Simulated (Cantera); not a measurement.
A perfectly stirred reactor is fed with CH₄ : C₂H₆ : C₃H₈ : O₂ : N₂ : CO₂ = 1 : 0.43 : 1 : 10.4 : 39 : 4.3 (molar parts), at 2.70 bar; it is adiabatic with a 750 K inlet, and is followed from long to short residence time, starting on the burning branch (τ in s: 0.026, 0.014, 0.0074, 0.004, 0.0021, 0.0011, 0.00061, 0.00033, 0.00018, 9.5e-05).

Model: GRI-Mech 3.0 (53 species, 325 reactions), integrated in Cantera. GRI-Mech 3.0 was tuned for natural gas; its chemistry of propane as a main component is partial and can be far from experiment.

x: mole fraction; the columns are a selection and need not sum to one.

```tsv
τ (s)	T (K)	x CH₄	x C₂H₆	x C₃H₈	x C₂H	x CH₂CO
0.026	2211	1.34e-6	6.93e-8	1.82e-7	?	2.77e-7
0.014	2204	2.25e-6	1.25e-7	3.25e-7	?	5.10e-7
0.0074	2192	3.67e-6	2.27e-7	5.78e-7	?	9.45e-7
0.0040	2176	5.74e-6	3.98e-7	9.85e-7	?	1.69e-6
0.0021	2152	9.06e-6	7.06e-7	1.69e-6	?	3.04e-6
0.0011	2121	1.44e-5	1.24e-6	2.85e-6	?	5.34e-6
0.00061	2087	2.24e-5	2.06e-6	4.58e-6	?	8.68e-6
0.00033	2046	3.66e-5	3.53e-6	7.55e-6	?	1.41e-5
0.00018	2000	6.18e-5	6.09e-6	1.26e-5	?	2.25e-5
9.5e-5	1945	0.000115	1.13e-5	2.28e-5	?	3.77e-5
```

Complete the blanks.


- 0.026, x C₂H: 6.56e-9
- 0.014, x C₂H: 1.10e-8
- 0.0074, x C₂H: 1.77e-8
- 0.0040, x C₂H: 2.65e-8
- 0.0021, x C₂H: 3.86e-8
- 0.0011, x C₂H: 5.34e-8
- 0.00061, x C₂H: 6.94e-8
- 0.00033, x C₂H: 8.89e-8
- 0.00018, x C₂H: 1.13e-7
- 9.5e-5, x C₂H: 1.47e-7
